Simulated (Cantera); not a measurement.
An adiabatic, constant-pressure homogeneous reactor starts with 11.6 % H2, 18.6 % O2, 69.8 % N2, equivalence ratio 0.31, at 1423 K and 4.93 atm.

Computed with Cantera and the H2/O2 subset of GRI-Mech 3.0, which has no nitrogen chemistry. The hydrogen kinetics of GRI-Mech 3.0 are dated; newer H2 mechanisms differ, most at raised pressure.

One state of this run: T (K) = 2221; x H2 = 0.000192; x O2 = 0.135; x H = 3.95e-5; x OH = 0.00357; x O = 0.000509; x H2O2 = 3.57e-7; x HO2 = 7.47e-6. x: mole fraction; the columns are a selection and need not sum to one.

Problem. Which value of t (s) does it belong to?
A. 2.00e-6
B. 7.96e-6
C. 3.17e-5
D. 0.126

Solution. D, 0.126
